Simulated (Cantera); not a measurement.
Mixture: 10.0 % CH3OH, 13.6 % O2, 76.4 % N2, at 21.0 bar, adiabatic and at constant volume. Ignition delay is the time to a rise of 400 K.

Detailed kinetics in Cantera: GRI-Mech 3.0 (53 species, 325 reactions). GRI-Mech 3.0 was tuned for natural gas; its chemistry of methanol as a main component is partial and can be far from experiment. The pressure lies above the range GRI-Mech 3.0 was tuned for (to about 10 atm).

Question: Predict: delay at 1175 K; delay at 1250 K; delay at 1325 K; delay at 1400 K; delay at 1475 K; apparent activation energy between 1325 and 1475 K.

Answer: 
- delay at 1175 K: 1.45 ms
- delay at 1250 K: 0.417 ms
- delay at 1325 K: 0.139 ms
- delay at 1400 K: 53.5 µs
- delay at 1475 K: 23.1 µs
- apparent activation energy between 1325 and 1475 K: 190 kJ/mol
